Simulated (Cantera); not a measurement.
Input (Python, Cantera) and output of one run.

```python
import numpy as np
import cantera as ct

gas_names = """
    H HO2 H2 H2O H2O2 O OH O2 O3 Ti TiO TiO2
""".split()
cond_names = """
    H2O(s) H2O(L) Ti(a) Ti(b) Ti(L) TiO(a) TiO(b) TiO(L) TiO2(ru) TiO2(L) Ti2O3(a) Ti2O3(b) Ti2O3(L)
    Ti3O5(a) Ti3O5(b) Ti3O5(L) Ti4O7(s) Ti4O7(L)
""".split()


def load(file, names, dense=False):
    # The tables refer to 1 bar. Condensed volumes are neglected.
    table = {s.name: s for s in ct.Species.list_from_file(file)}
    out = []
    for n in names:
        d = dict(table[n].input_data)
        d["thermo"] = dict(d["thermo"], **{"reference-pressure": 1e5})
        if dense:
            d["equation-of-state"] = {"model": "constant-volume", "density": "1e6 g/cm^3"}
        out.append(ct.Species.from_dict(d))
    return out


gas = ct.Solution(thermo="ideal-gas", species=load("nasa_gas.yaml", gas_names))
cond = {s.name: ct.Solution(thermo="fixed-stoichiometry", species=[s], name=s.name)
        for s in load("nasa_condensed.yaml", cond_names, dense=True)}
atoms = {
    'TiO2': {'Ti': 1, 'O': 2},
    'H2': {'H': 2},
}
top_T = {}  # K; cautious upper limits of use, not melting points


def equilibrate(T, P, feed):
    n = {}
    for name, mol in feed.items():
        for a, k in atoms[name].items():
            n[a] = n.get(a, 0.0) + k * mol
    gas.TPX = T, P, n
    mass = sum(n.values()) * gas.mean_molecular_weight
    gas.equilibrate("TP")
    valid = [c for c in cond.values() if c.min_temp <= T <= top_T.get(c.name, c.max_temp)]
    mix = ct.Mixture([(gas, mass / gas.mean_molecular_weight)] + [(c, 0.0) for c in valid])
    mix.T, mix.P = T, P
    mix.equilibrate("TP", solver="vcs", rtol=1e-11, max_steps=5000)
    return mix


results = []
feed = {'TiO2': 1, 'H2': 6.4}  # mol
P = 13332.2  # Pa
for T in [1823, 1848, 1873, 1898, 1923, 1948, 1973]:
    mix = equilibrate(T, P, feed)
    results.append((T, P, feed, dict(zip(mix.species_names, mix.species_moles))))

top = {s: max(r[3][s] / sum(r[3][g] for g in gas_names) for r in results) for s in gas_names}
cols = sorted((s for s in top if top[s] > 0.001), key=lambda s: -top[s])[:5]
seen = [c for c in cond_names if any(r[3].get(c, 0) > 1e-12 for r in results)]
print("log10 of partial pressures in bar; condensed amounts in mol")
print(f"{'T/K':>10s}" + "".join(f"{s[:9]:>10s}" for s in cols + seen))
for T, P, feed, n in results:
    ng = sum(n[g] for g in gas_names)
    print(f"{T:10.4g}" + "".join(f"{np.log10(max(n[s] / ng * P / 1e5, 1e-99)):10.3f}" for s in cols)
          + "".join(f"{n.get(c, 0):10.4g}" for c in seen))
```

Result:

```
log10 of partial pressures in bar; condensed amounts in mol
       T/K        H2       H2O         H  Ti3O5(b)  Ti4O7(s)
      1823    -0.895    -2.228    -3.811    0.1373    0.1471
      1848    -0.899    -2.162    -3.725     0.324  0.007005
      1873    -0.899    -2.159    -3.640    0.3333         0
      1898    -0.899    -2.159    -3.557    0.3333         0
      1923    -0.899    -2.159    -3.476    0.3333         0
      1948    -0.900    -2.159    -3.397    0.3333         0
      1973    -0.900    -2.159    -3.320    0.3333         0
```

These are equilibrium values from Cantera (NASA tables, ideal gas, pure condensed phases), not measurements of a reactor. Mutual solubility and eutectic melting of coexisting phases are not modelled. Condensed phases not in the tables: Magnéli phases beyond Ti4O7.
